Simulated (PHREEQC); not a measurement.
A solution holds 0.013 mol/kgw NaHCO3, 0.018 mol/kgw NaOH and 4.7e-05 mol/kgw NaCl, at 20 °C. Closed to the air; pH follows from the charge balance.

Computed with PHREEQC (ion-association model, wateq4f.dat).

Each row changes one thing in this solution. This is a speciation only: nothing precipitates in the calculation.

```json
[
 {"case": "as made", "pH": "11.81", "ionic strength (mol/kgw)": "0.0394", "Na+ (mol/kgw)": "0.0288", "SI of Halite (NaCl)": "-7.60"},
 {"case": "NaHCO3 replaced by NaHF2 at the same molality", "pH": "11.79", "ionic strength (mol/kgw)": "0.0307", "Na+ (mol/kgw)": "0.0307", "SI of Halite (NaCl)": "-7.55"},
 {"case": "diluted 100-fold with water", "pH": "(withheld)", "ionic strength (mol/kgw)": "0.000368", "Na+ (mol/kgw)": "0.000310", "SI of Halite (NaCl)": "(withheld)"},
 {"case": "NaCl from 4.7e-05 to 4.23e-05 mol/kgw", "pH": "11.81", "ionic strength (mol/kgw)": "0.0394", "Na+ (mol/kgw)": "0.0288", "SI of Halite (NaCl)": "(withheld)"},
 {"case": "NaHCO3 from 0.013 to 0.0065 mol/kgw", "pH": "12.16", "ionic strength (mol/kgw)": "0.0290", "Na+ (mol/kgw)": "0.0236", "SI of Halite (NaCl)": "-7.67"},
 {"case": "temperature from 20 to 35 °C", "pH": "11.34", "ionic strength (mol/kgw)": "0.0362", "Na+ (mol/kgw)": "0.0273", "SI of Halite (NaCl)": "(withheld)"},
 {"case": "NaCl from 4.7e-05 to 5.17e-05 mol/kgw", "pH": "11.81", "ionic strength (mol/kgw)": "0.0394", "Na+ (mol/kgw)": "0.0289", "SI of Halite (NaCl)": "-7.55"}
]
```

### Question
Some entries are withheld; supply them.

### Answer

- diluted 100-fold with water, pH: 10.25
- diluted 100-fold with water, SI of Halite (NaCl): -11.43
- NaCl from 4.7e-05 to 4.23e-05 mol/kgw, SI of Halite (NaCl): -7.64
- temperature from 20 to 35 °C, SI of Halite (NaCl): -7.65

Complexes and solids missing from the database can't appear.
